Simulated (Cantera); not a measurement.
Cantera run:

```python
import numpy as np
import cantera as ct

gas_names = """
    AL ALCL ALCL2 ALCL3 ALO ALOCL ALO2 AL2 AL2CL6 AL2O AL2O2 CL CLO CL2 O O2 O3
""".split()
cond_names = """
    AL(cr) AL(L) ALCL3(s) ALCL3(L) AL2O3(a) AL2O3(L)
""".split()


# ... load() reads the species with a 1 bar reference pressure and builds the phases ...
atoms = {
    'Al2O3': {'AL': 2, 'O': 3},
    'Cl2': {'CL': 2},
}
top_T = {}  # K; cautious upper limits of use, not melting points


# ... equilibrate(T, P, feed) seeds the gas with the atoms and calls Mixture.equilibrate('TP', solver="vcs", rtol=1e-11, max_steps=5000) ...
results = []
feed = {'Al2O3': 1, 'Cl2': 9.5}  # mol
T = 1000  # K
P = 100  # Pa
mix = equilibrate(T, P, feed)
results.append((T, P, feed, dict(zip(mix.species_names, mix.species_moles))))
x = sorted(zip(gas.X, gas.species_names), reverse=True)
print(f"T = {T:g} K  P = {P:g} Pa  gas = {mix.phase_moles(0):.4g} mol")
print("   x: " + "  ".join(f"{s} {v:.3e}" for v, s in x if v > 0.001))
print("   condensed (mol): " + ("  ".join(f"{mix.phase(i).name} {mix.phase_moles(i):.4g}"
      for i in range(1, mix.n_phases) if mix.phase_moles(i) > 1e-12) or "none"))
```

Output:

```
T = 1000 K  P = 100 Pa  gas = 9.559 mol
   x: CL2 9.876e-01  CL 1.221e-02
   condensed (mol): AL2O3(a) 0.9994
```

Method: chemical equilibrium by Gibbs-energy minimisation in Cantera with the NASA 1993 tables (ideal gas, pure condensed phases).
